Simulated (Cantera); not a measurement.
Hydrocarbon pyrolysis for carbon deposition

An isothermal, constant-pressure homogeneous reactor starts with C2H6 : N2 : H2O = 1 : 91 : 0.41 (molar parts), at 1748 K and 2670 Pa.

Computed with Cantera and GRI-Mech 3.0 (53 species, 325 reactions). GRI-Mech 3.0 stops at C3 and has no aromatics, soot or wall deposition, so with more carbon than oxygen in the feed, carbon stays in small species such as C2H2 where larger ones or solid carbon would form. Radical loss at walls, strong at low pressure, is not modelled.

| t (s) | x C2H6 | x C2H2 | x C2H4 | x HCN | x CH4 | x CH2 | x H2 |
|---|---|---|---|---|---|---|---|
| 1.00e-5 | 0.0106 | 1.90e-11 | 1.71e-7 | <1e-12 | 5.76e-7 | 7.04e-9 | 8.39e-8 |
| 3.23e-5 | 0.0102 | 1.36e-9 | 3.85e-6 | 3.32e-12 | 5.90e-6 | 2.38e-7 | 1.99e-6 |
| 0.000104 | 0.00871 | 3.20e-7 | 0.000132 | 5.97e-9 | 5.75e-5 | 6.35e-6 | 9.93e-5 |
| 0.000337 | 0.00392 | 0.000209 | 0.00248 | 2.68e-6 | 0.000463 | 4.31e-5 | 0.00256 |
| 0.00109 | 0.000102 | 0.00448 | 0.00364 | 2.45e-5 | 0.00148 | 4.19e-5 | 0.0117 |
| 0.00352 | 2.61e-6 | 0.00873 | 0.000780 | 4.28e-5 | 0.00128 | 1.11e-5 | 0.0178 |
| 0.0114 | 5.07e-7 | 0.00976 | 8.51e-5 | 5.05e-5 | 0.000967 | 3.36e-6 | 0.0195 |
| 0.0367 | 1.35e-7 | 0.00999 | 1.66e-5 | 5.52e-5 | 0.000734 | 1.18e-6 | 0.0202 |
| 0.119 | 4.39e-8 | 0.0101 | 5.59e-6 | 5.90e-5 | 0.000541 | 5.29e-7 | 0.0207 |
| 0.383 | 1.86e-8 | 0.0101 | 2.44e-6 | 6.48e-5 | 0.000352 | 3.61e-7 | 0.0213 |
| 1.24 | 9.55e-9 | 0.00988 | 1.30e-6 | 8.18e-5 | 0.000230 | 2.98e-7 | 0.0223 |
| 4.00 | 5.31e-9 | 0.00924 | 7.78e-7 | 0.000131 | 0.000172 | 2.23e-7 | 0.0243 |
x: mole fraction; the columns are a selection and need not sum to one.

Equilibrium at this temperature and pressure: C2H6 <1e-12, C2H2 0.000699, C2H4 1.72e-8, HCN 0.0154, CH4 2.75e-7, CH2 4.34e-10, H2 0.0275 (gas phase only).
